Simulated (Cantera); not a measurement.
## Hydrocarbon pyrolysis for carbon deposition

A perfectly stirred reactor is fed with C₂H₆ : N₂ = 1 : 40 (molar parts), at 0.0133 bar; it is held at 1225 K, and followed from long to short residence time.

Detailed kinetics in Cantera: GRI-Mech 3.0 (53 species, 325 reactions). GRI-Mech 3.0 stops at C3 and has no aromatics, soot or wall deposition, so with more carbon than oxygen in the feed, carbon stays in small species such as C2H2 where larger ones or solid carbon would form. Radical loss at walls, strong at low pressure, is not modelled.

| τ (s) | x C₂H₆ | x C₂H₄ | x HCN | x H₂ | x CH₂ | x C₂H | x H |
|---|---|---|---|---|---|---|---|
| 1.3 | 0.00265 | 0.00927 | 4.09e-9 | 0.0249 | 1.49e-8 | 9.97e-10 | 1.18e-5 |
| 0.51 | 0.00588 | 0.0112 | 3.55e-9 | 0.0183 | 2.57e-8 | 6.58e-10 | 1.13e-5 |
| 0.20 | 0.0116 | 0.00956 | 2.79e-9 | 0.0113 | 3.64e-8 | 2.99e-10 | 9.77e-6 |
| 0.077 | 0.0180 | 0.00528 | 2.01e-9 | 0.00538 | 3.88e-8 | 9.76e-11 | 7.83e-6 |
| 0.030 | 0.0220 | 0.00204 | 1.22e-9 | 0.00198 | 2.91e-8 | 2.46e-11 | 5.99e-6 |
| 0.012 | 0.0237 | 0.000579 | 4.54e-10 | 0.000557 | 1.31e-8 | 3.90e-12 | 3.90e-6 |
| 0.0045 | 0.0243 | 8.95e-5 | 4.38e-11 | 8.65e-5 | 2.65e-9 | <1e-12 | 1.58e-6 |
| 0.0018 | 0.0244 | 8.48e-6 | <1e-12 | 8.10e-6 | 3.42e-10 | <1e-12 | 3.67e-7 |
| 0.00069 | 0.0244 | 5.33e-7 | <1e-12 | 4.78e-7 | 3.02e-11 | <1e-12 | 5.65e-8 |
| 0.00027 | 0.0244 | 3.38e-8 | <1e-12 | 2.63e-8 | 2.41e-12 | <1e-12 | 7.95e-9 |
x: mole fraction; the columns are a selection and need not sum to one.
